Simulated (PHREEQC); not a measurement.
Dissolve 0.08 mol/kgw HF, 0.016 mol/kgw Na2HPO4 and 0.013 mol/kgw NaCl at 20 °C. Closed to the air; pH follows from the charge balance.

Computed with PHREEQC (ion-association model, phreeqc.dat).

No solid was allowed to form.

Question: Predict the pH, ionic strength.

Answer: pH 2.59; ionic strength 0.0477 mol/kgw.

Question: In which forms is P present?

Answer: H2PO4- 77 %, H3PO4 23 % of the P.
